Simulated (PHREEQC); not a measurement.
Synthetic water in mg/L, 25 °C, pH 2.22, pe 10.7:

```csv
constituent,mg/L
Na,654
K,2.63
Ca,600
Mg,233
Cl,378
S(6) as SO4,3830
Cd,167
Zn,4.88
N(5) as NO3,0.64
```

Cl is adjusted to close the charge balance.
Valence states are taken as typed.

The numbers come from PHREEQC with the ion-association model, phreeqc.dat.

Problem. The ionic strength comes out as 0.105 mol/kgw. What activity coefficients do CdCl+, KSO4-, HSO4-, Cd+2, Cd(SO4)2-2 get?

Solution. CdCl+ 0.78, KSO4- 0.79, HSO4- 0.78, Cd+2 0.37, Cd(SO4)2-2 0.37.

This is a speciation only: nothing precipitates in the calculation. Saturation is exceeded, for instance for Gypsum; the values hold only as long as no solid forms.
